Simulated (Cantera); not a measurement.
## Thermodynamics of iron carbonyl, mercury and lead vapours, feed Pb + CO + N2

Feed: 1 mol Pb, 1.4 mol CO, a varied amount of N2, held at 1098.15 K and 1.33 mbar.

These are equilibrium values from Cantera (NASA tables, ideal gas, pure condensed phases), not measurements of a reactor. Candidate condensed phases: C, Pb, PbO, PbO2, Pb3O4; 27 gas species. Equilibrium is a limit: real reactors are often held back by kinetics, nucleation or transport.

| n(N2) (mol) | x N2 | x CO | x Pb | x CO2 |
|---|---|---|---|---|
| 10 | 0.806 | 0.113 | 0.0806 | 1.55e-6 |
| 19 | 0.888 | 0.0654 | 0.0467 | 5.20e-7 |
| 27 | 0.918 | 0.0476 | 0.0340 | 2.75e-7 |
| 36 | 0.938 | 0.0365 | 0.0260 | 1.61e-7 |
| 44 | 0.948 | 0.0302 | 0.0216 | 1.11e-7 |
| 53 | 0.957 | 0.0253 | 0.0181 | 7.75e-8 |
| 61 | 0.962 | 0.0221 | 0.0158 | 5.92e-8 |
| 70 | 0.967 | 0.0193 | 0.0138 | 4.54e-8 |
x: gas mole fraction; nothing condenses.

From 10 mol N2 to 70 mol N2 nothing is condensed. The main Pb-bearing gas is Pb throughout.
